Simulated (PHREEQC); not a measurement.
Dissolve 0.01 mol NH4HF2, 0.0003 mol H2SiF6 and 3.4e-05 mol H2SO4 per kg of water at 25 °C. Closed to the air; pH follows from the charge balance.

The numbers come from PHREEQC with the ion-association model, wateq4f.dat.

Each row changes one thing in this solution. No solid was allowed to form.

```
case                                 pH  ionic strength (mol/kgw)  F- (mol/kgw)  HF (mol/kgw)  HF2- (mol/kgw)  H2F2 (mol/kgw)
---------------------------------  ----  ------------------------  ------------  ------------  --------------  --------------
as made                            3.16                    0.0111       0.00976       0.00912        0.000342        0.000217
NH4HF2 from 0.01 to 0.015 mol/kgw  3.15                    0.0161        0.0144        0.0132        0.000733        0.000458
H2SiF6 left out                    3.20                    0.0107        0.0103       0.00865        0.000342        0.000195
0.00076 mol/kgw Ca(OH)2 added      3.27                    0.0131        0.0111       0.00789        0.000336        0.000163
NH4HF2 from 0.01 to 0.011 mol/kgw  3.16                    0.0121        0.0107       0.00997        0.000410        0.000260
diluted 5-fold with water          3.32                   0.00257       0.00237       0.00161         1.47e-5         6.80e-6
```

Some of these states are supersaturated (in Fluorite, for instance). SiF6-2 is the database's only silicon fluoride.
